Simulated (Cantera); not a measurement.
Feed: 1 mol SiH₂Cl₂, 0.072 mol CH₄, 1300 mol H₂, at 1.00 bar.

Method: chemical equilibrium by Gibbs-energy minimisation in Cantera with the NASA 1993 tables (ideal gas, pure condensed phases). Candidate condensed phases: C, C₆H₆, C₇H₈, C₈H₁₈, Si, SiC; 109 gas species. Gases not in the tables: Si₂H₆ and higher silanes. Rates play no part.

Problem. At 2250 °C, list the 4 most abundant gas species with their mole fractions, and the condensed phases.

Solution. H₂ 0.970, H 0.0274, HCl 0.00148, Si 0.000518. Condensed: gas only.
